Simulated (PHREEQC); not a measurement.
Nickel, zinc or cadmium bath with arsenic or selenium liquor (model solution)

Solution A (14 mmol/kgw NiSO4, 1.2 mmol/kgw NaCl and 1.1 mmol/kgw MnSO4) is mixed with solution B (0.0036 mol/kgw Na2HAsO4 and 0.075 mol/kgw FeCl3) at 25 °C; shares are by mass of water, 1 kg in all. No oxygen is let in. CO2 from the air is kept out. Slow redox steps are shut off: sulfate isn't reduced. Names ending in (a), (am) or -a are amorphous solids. Solids allowed: Fe(OH)3(a), Pyrochroite, Ni(OH)2, Ni4(OH)6SO4, Scorodite, Ni3(AsO4)2:8H2O, Mn3(AsO4)2:8H2O, Jarosite-Na, Halite, Mirabilite, Morenosite. Others were left out.

All values are PHREEQC results (ion-association model, wateq4f.dat), not measurements.

Question: Predict pH at share of solution B = 0.1, 0.8.

Answer: 
```json
[
 {"share of solution B": "0.1", "pH": "2.48"},
 {"share of solution B": "0.8", "pH": "2.01"}
]
```

Jarosite-Na forms slowly in practice; the run takes equilibrium as reached. The database's scorodite may be far more soluble than the real mineral, and it has no iron arsenate complexes; the constant wasn't checked at its source. The database has no arsenate complexes of Ni, Mn.
